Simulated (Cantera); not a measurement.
## Premixed flame

A freely propagating, adiabatic, planar premixed flame of CH4 : C2H6 : C3H8 : O2 : N2 = 1.3 : 0.29 : 0.29 : 3.43 : 13.1 (molar parts), unburnt at 600 K and 4350 Torr; mixture-averaged transport, grid criteria slope 0.08 and curve 0.16, no radiation.

Detailed kinetics in Cantera: GRI-Mech 3.0 (53 species, 325 reactions). GRI-Mech 3.0 was tuned for natural gas; its chemistry of propane as a main component is partial and can be far from experiment. Burning velocities carry a grid error of a few per cent, more on coarse grids.

```csv
z (mm),T (K),u (m/s),x CH4,x C2H6,x C3H8,x O2,x C2H,x CH2O
-0.442,601,0.378,0.0702,0.0157,0.0157,0.185,<1e-8,8.71e-7
-0.295,606,0.384,0.0695,0.0156,0.0156,0.184,<1e-8,6.48e-6
-0.221,625,0.398,0.0682,0.0154,0.0155,0.181,<1e-8,3.53e-5
-0.147,727,0.469,0.0634,0.0146,0.0149,0.170,<1e-8,0.000276
-0.0736,1128,0.752,0.0468,0.00991,0.00992,0.125,<1e-8,0.00160
-0.0368,1490,1.02,0.0314,0.00447,0.00304,0.0810,2.04e-8,0.00178
0,1837,1.27,0.0148,0.000603,5.78e-5,0.0369,6.61e-7,0.000569
0.0368,2027,1.41,0.00589,5.43e-5,1.13e-7,0.0133,1.87e-6,0.000159
0.0736,2104,1.47,0.00304,1.07e-5,<1e-8,0.00478,1.77e-6,6.61e-5
0.147,2147,1.50,0.00166,1.70e-6,<1e-8,0.000887,9.86e-7,2.12e-5
0.295,2159,1.50,0.00107,3.29e-7,<1e-8,7.57e-5,4.55e-7,7.46e-6
0.589,2159,1.51,0.000671,9.65e-8,<1e-8,2.41e-6,2.36e-7,3.67e-6
1.18,2156,1.51,0.000324,2.15e-8,<1e-8,6.38e-7,9.28e-8,1.63e-6
```
x: mole fraction of selected species; z is measured from the peak of heat release.

```json
{
  "laminar_burning_velocity": "37.6 cm/s",
  "thermal_thickness": "0.147 mm",
  "peak x(C2H)": "1.95e-6",
  "peak x(CH2O)": "0.00194",
  "grid_points": "130"
}
```
